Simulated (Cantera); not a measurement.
Source: NASA polynomial tables (part measured, part estimated), evaluated in Cantera. Values are per mole of reaction as written; species without (g) are pure solids or liquids, kept so even where they would boil at 1 bar.

Question: Between 1225 and 2275 K, where is each reaction favourable under standard conditions?
- 2 Cu + CO₂(g) ⇌ CO(g) + Cu₂O

Answer: 
- 2 Cu + CO₂(g) ⇌ CO(g) + Cu₂O: ΔG° is 97 kJ at 1225 K and 63 kJ at 2275 K; it stays positive (K < 1). ΔH° is 163 kJ and ΔS° 44 J/K at 2275 K.
